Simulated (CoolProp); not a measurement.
Vapour-liquid equilibrium of propane (1) + isopentane (2) at 3.39 bar; x and y are mole fractions of (1).

Computed with CoolProp (multi-fluid Helmholtz-energy mixture model, Lemmon 2009 and Lemmon 2006; pair parameters Kunz 2012).

Problem. Give the bubble temperature and the first vapour's composition at x = 0.05, 0.35, 0.95. Is there an azeotrope?

Solution. x = 0.05: 330.0 K, y = 0.276; x = 0.35: 291.7 K, y = 0.838; x = 0.95: 264.1 K, y = 0.995. No azeotrope shows between x = 0.05 and 0.95.

The pair parameters rest on a limited set of measurements; away from them the model extrapolates.
